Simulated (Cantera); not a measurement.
Input (Python, Cantera) and output of one run.

```python
import numpy as np
import cantera as ct

gas_names = """
    C CH CH2 CH3 CH2OH CH3O CH4 CH3OH CO CO2 COOH C2 C2H CHCO,ketyl C2H2,acetylene C2H2,vinylidene
    CH2CO,ketene C2H3,vinyl CH3CO,acetyl C2H4 C2H4O,ethylen CH3CHO,ethanal CH3COOH (HCOOH)2 C2H5 C2H6
    CH3OCH3 C2H5OH C2O C3 C3H3,propargyl C3H4,allene C3H4,propyne C3H4,cyclo- C3H5,allyl C3H6,propylene
    C3H6,cyclo- C3H6O C3H7,n-propyl C3H7,i-propyl C3H8 C3H8O,1propanol C3H8O,2propanol C3O2 C4 C4H2
    C4H4,1,3-cyclo- C4H6,butadiene C4H6,2-butyne C4H6,cyclo- C4H8,1-butene C4H8,cis2-buten
    C4H8,tr2-butene C4H8,isobutene C4H8,cyclo- (CH3COOH)2 C4H9,n-butyl C4H9,i-butyl C4H9,s-butyl
    C4H9,t-butyl C4H10,isobutane C4H10,n-butane C5 C5H6,1,3cyclo- C5H8,cyclo- C5H10,1-pentene
    C5H10,cyclo- C5H11,pentyl C5H11,t-pentyl C5H12,n-pentane C5H12,i-pentane CH3C(CH3)2CH3 C6H2
    C6H5,phenyl C6H5O,phenoxy C6H6 C6H5OH,phenol C6H10,cyclo- C6H12,1-hexene C6H12,cyclo- C6H13,n-hexyl
    C7H7,benzyl C7H8 C7H8O,cresol C7H14,1-heptene C7H15,n-heptyl C7H16,n-heptane C8H8,styrene
    C8H10,ethylbenz C8H16,1-octene C8H17,n-octyl C8H18,isooctane C8H18,n-octane C9H19,n-nonyl
    C10H8,naphthale C10H21,n-decyl C12H9,o-bipheny C12H10,bipheny H HCO HO2 H2 HCHO,formaldehy HCOOH H2O
    H2O2 O OH O2 O3 Si SiC SiC2 SiC4H12 SiH SiH2 SiH3 SiH4 SiO SiO2 Si2 Si2C Si3
""".split()
cond_names = """
    C(gr) C6H6(L) C7H8(L) C8H18(L),n-octa H2O(s) H2O(L) Si(cr) Si(L) SiC(b) SiO2(Lqz) SiO2(hqz) SiO2(L)
""".split()


def load(file, names, dense=False):
    # The tables refer to 1 bar. Condensed volumes are neglected.
    table = {s.name: s for s in ct.Species.list_from_file(file)}
    out = []
    for n in names:
        d = dict(table[n].input_data)
        d["thermo"] = dict(d["thermo"], **{"reference-pressure": 1e5})
        if dense:
            d["equation-of-state"] = {"model": "constant-volume", "density": "1e6 g/cm^3"}
        out.append(ct.Species.from_dict(d))
    return out


gas = ct.Solution(thermo="ideal-gas", species=load("nasa_gas.yaml", gas_names))
cond = {s.name: ct.Solution(thermo="fixed-stoichiometry", species=[s], name=s.name)
        for s in load("nasa_condensed.yaml", cond_names, dense=True)}
atoms = {
    'TEOS': {'Si': 1, 'C': 8, 'H': 20, 'O': 4},
    'O2': {'O': 2},
    'H2': {'H': 2},
}
top_T = {'C(gr)': 4500, 'SiC(b)': 3050}  # K; cautious upper limits of use, not melting points


def equilibrate(T, P, feed):
    n = {}
    for name, mol in feed.items():
        for a, k in atoms[name].items():
            n[a] = n.get(a, 0.0) + k * mol
    gas.TPX = T, P, n
    mass = sum(n.values()) * gas.mean_molecular_weight
    gas.equilibrate("TP")
    valid = [c for c in cond.values() if c.min_temp <= T <= top_T.get(c.name, c.max_temp)]
    mix = ct.Mixture([(gas, mass / gas.mean_molecular_weight)] + [(c, 0.0) for c in valid])
    mix.T, mix.P = T, P
    mix.equilibrate("TP", solver="vcs", rtol=1e-11, max_steps=5000)
    return mix


results = []
feed = {'TEOS': 1, 'O2': 0.7, 'H2': 0.12}  # mol
T = 1198  # K
P = 7.7  # Pa
mix = equilibrate(T, P, feed)
results.append((T, P, feed, dict(zip(mix.species_names, mix.species_moles))))
print(gas.report(threshold=1e-06))
for i in range(1, mix.n_phases):
    print(f"{mix.phase(i).name:16s} {mix.phase_moles(i):12.5e} mol")
```

It prints:

```
       temperature   1198 K
          pressure   7.7 Pa
           density   8.5517e-06 kg/m^3
  mean mol. weight   11.062 kg/kmol
   phase of matter   gas

                          1 kg             1 kmol
                     ---------------   ---------------
          enthalpy       -1.0075e+06       -1.1145e+07  J
   internal energy       -1.9079e+06       -2.1106e+07  J
           entropy             25298        2.7986e+05  J/K
    Gibbs function       -3.1315e+07       -3.4642e+08  J
 heat capacity c_p            2903.3             32117  J/K
 heat capacity c_v            2151.7             23803  J/K

                      mass frac. Y      mole frac. X     chem. pot. / RT
                     ---------------   ---------------   ---------------
                CO           0.88062            0.3478           -47.718
                 H         1.594e-06        1.7494e-05           -13.936
                H2           0.11883           0.65205           -27.872
               SiO        0.00055301        0.00013877           -56.372
     [ +119 minor]         2.389e-06        1.2345e-06

C(gr)             1.60431e+00 mol
Si(cr)            0.00000e+00 mol
SiC(b)            9.97846e-01 mol
SiO2(hqz)         0.00000e+00 mol
```

Cantera equilibrium calculation (NASA polynomials, part measured and part estimated; ideal gas, pure solids and liquids). The feed counts by its element totals alone.
